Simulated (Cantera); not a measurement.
An isothermal plug-flow reactor at 898 K and 0.306 atm (inlet), inlet velocity 0.71 m/s, active area per volume 2300 1/m; feed 0.499 % CH4, 9.97 % O2, 89.5 % N2, equivalence ratio 0.10.

Model: Deutschmann's 1995 Pt surface mechanism with GRI-Mech 3.0 gas chemistry, integrated in Cantera. Catalytic surfaces can have several steady states; this one follows from the mechanism file's or the stated starting coverage. Mass transfer to the wall is taken as infinitely fast.

One state of this run: x CH4 = 0.00245; x O2 = 0.0947; x H2O = 0.00506; x CO2 = 0.00253; x CO = 8.03e-7; θ free Pt = 0.147; θ O* = 0.853; θ OH* = 0.000938. x: gas mole fraction; θ: surface coverage.

Task: Which value of z (m) does it belong to?
A) 0.00038
B) 0.00067
C) 0.00021
D) 0.0067

Result: D, 0.0067
